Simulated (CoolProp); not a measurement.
A simple Rankine cycle with n-perfluorobutane: condensing at 308.15 K, boiler at 1.62 MPa, turbine inlet 373.8 K, turbine efficiency 0.7, pump efficiency 0.8, no recuperator. Each further row changes one setting.

Computed with CoolProp (reference Helmholtz-energy equation of state, Gao 2022).

```tsv
case	thermal efficiency (%)	net work (kJ/kg)	heat in (kJ/kg)	turbine exit temperature (K)	volume ratio over the turbine
as stated	7.3	9.47	129	346.8	6.01
turbine inlet 393.8 K	7.1	10.7	152	369.6	5.35
condensing temperature 300.15 K	8.2	11.3	139	344.0	7.75
boiler pressure 1.13 MPa	5.9	8.07	137	356.8	3.51
turbine efficiency 0.6	6.2	7.97	129	348.4	6.04
```
